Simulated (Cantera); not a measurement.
Feed: 1 mol B2O3, 2.8 mol H2O, 4.9 mol H2, held at 6.70 mbar.

These are equilibrium values from Cantera (NASA tables, ideal gas, pure condensed phases), not measurements of a reactor. Candidate condensed phases: B, B2O3, B3O3H3, H2O; 23 gas species. Gases not in the tables: H3BO3. Equilibrium is a limit: real reactors are often held back by kinetics, nucleation or transport.

**Question.** Which condensed phases are stable at each of these points (T (K)): 1075, 1225, 1375, 1525, 1675, 1825, 1975, 2125, 2275?

**Answer.** 
```tsv
T (K)	condensed phases	B condensed (%)
1075	B2O3(l)	99.3
1225	B2O3(l)	96.5
1375	B2O3(l)	79.8
1525	B2O3(l)	18.6
1675	gas only	0.0
1825	gas only	0.0
1975	gas only	0.0
2125	gas only	0.0
2275	gas only	0.0
```

From 1075 K to 1525 K the condensed part is B2O3(l). From 1675 K to 2275 K nothing is condensed.
